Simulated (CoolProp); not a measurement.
The fluid at 477.12 K and 8.14 MPa flows at 8.8 m/s in a round tube of 20 mm bore and 0.25 µm roughness, fully developed (64/Re and Nu = 3.66 if laminar; Colebrook and Gnielinski if turbulent). The same conditions are run with several fluids, on thermodynamics alone (safety and materials aside).

Model: reference Helmholtz-energy equation of state of each fluid (methane: Setzmann 1991; n-butane: Bücker 2006; propane: Lemmon 2009; carbon dioxide: Span 1996; R404A: Lemmon 2003), in CoolProp. Blends and air are pseudo-pure fits.

| fluid | Reynolds number | Darcy friction factor | pressure drop (Pa/m) | heat-transfer coefficient (W/(m² K)) | mass flow (kg/h) |
|---|---|---|---|---|---|
| methane | 333000 | 0.0143 | 913 | 1680 | 328 |
| n-butane | 1710000 | 0.0110 | 5790 | 11300 | 2700 |
| propane | 1230000 | 0.0116 | 2810 | 4950 | 1250 |
| carbon dioxide | 696000 | 0.0126 | 2370 | 1640 | 964 |
| R404A | 1650000 | 0.0111 | 5440 | 4270 | 2520 |

Transport values come from each fluid's own correlations.
